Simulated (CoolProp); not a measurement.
R134a at several states: fugacity coefficient from the reference equation and from simpler models built on Tc = 374.2 K, pc = 40.59 bar, ω = 0.327; each cubic takes its own stable root.

Values from CoolProp's reference Helmholtz-energy equation of state, Tillner-Roth 1994.

```csv
T (K),p (bar),phase,reference
229.4,0.848,liquid,0.4837
179.8,1.22,liquid,0.009094
408.2,2.82,gas,0.9822
```

Q: How far does each simpler model (Redlich-Kwong, Soave-Redlich-Kwong, Peng-Robinson) lie from the reference over these 3 states: mean and median of the absolute difference, and the worst?

A: 
- Redlich-Kwong: mean 156.6 %, median 101.1 %, worst +368.8 % at 179.8 K and 1.22 bar
- Soave-Redlich-Kwong: mean 1.2 %, median 0.7 %, worst -2.8 % at 179.8 K and 1.22 bar
- Peng-Robinson: mean 3.1 %, median 1.3 %, worst +7.8 % at 179.8 K and 1.22 bar

At some of these states Redlich-Kwong gives the other phase, because its saturation line lies elsewhere.
